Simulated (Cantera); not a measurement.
An adiabatic, constant-volume homogeneous reactor starts with C3H8 : O2 : N2 = 1 : 9.26 : 34.8 (molar parts), equivalence ratio 0.54, at 950 K and 10500 Torr. Integrator tolerance rtol = 1e-08.

Cantera simulation using GRI-Mech 3.0 (53 species, 325 reactions); the numbers are that mechanism's predictions, not measurements. GRI-Mech 3.0 was tuned for natural gas; its chemistry of propane as a main component is partial and can be far from experiment. The pressure lies above the range GRI-Mech 3.0 was tuned for (to about 10 atm). Below about 1000 K GRI-Mech 3.0 lacks low-temperature oxidation paths.

What does this change do: pressure from 10500 Torr to 7500 Torr?


| quantity | before | after |
|---|---|---|
| time of steepest temperature rise | 0.120 s | 0.169 s |
| temperature at 4.00 s | 2391 K | 2388 K |
| equilibrium temperature | 2391 K | 2388 K |
| x(C3H8) at 4.00 s | <1e-12 (gas-phase equilibrium <1e-12) | <1e-12 (gas-phase equilibrium <1e-12) |
| x(O2) at 4.00 s | 0.0859 (gas-phase equilibrium 0.0859) | 0.0859 (gas-phase equilibrium 0.0859) |
| x(CH4) at 4.00 s | <1e-12 (gas-phase equilibrium <1e-12) | <1e-12 (gas-phase equilibrium <1e-12) |
| x(C2H4) at 4.00 s | <1e-12 (gas-phase equilibrium <1e-12) | <1e-12 (gas-phase equilibrium <1e-12) |
| x(C2H) at 4.00 s | <1e-12 (gas-phase equilibrium <1e-12) | <1e-12 (gas-phase equilibrium <1e-12) |
| x(H2O) at 4.00 s | 0.0850 (gas-phase equilibrium 0.0850) | 0.0848 (gas-phase equilibrium 0.0848) |

What does this change do: pressure from 10500 Torr to 3750 Torr?


```
quantity                                                          before                                  after
---------------------------------  -------------------------------------  -------------------------------------
time of steepest temperature rise                                0.120 s                                0.345 s
temperature at 4.00 s                                             2391 K                                 2381 K
equilibrium temperature                                           2391 K                                 2381 K
x(C3H8) at 4.00 s                  <1e-12 (gas-phase equilibrium <1e-12)  <1e-12 (gas-phase equilibrium <1e-12)
x(O2) at 4.00 s                    0.0859 (gas-phase equilibrium 0.0859)  0.0859 (gas-phase equilibrium 0.0859)
x(CH4) at 4.00 s                   <1e-12 (gas-phase equilibrium <1e-12)  <1e-12 (gas-phase equilibrium <1e-12)
x(C2H4) at 4.00 s                  <1e-12 (gas-phase equilibrium <1e-12)  <1e-12 (gas-phase equilibrium <1e-12)
x(C2H) at 4.00 s                   <1e-12 (gas-phase equilibrium <1e-12)  <1e-12 (gas-phase equilibrium <1e-12)
x(H2O) at 4.00 s                   0.0850 (gas-phase equilibrium 0.0850)  0.0845 (gas-phase equilibrium 0.0845)
```
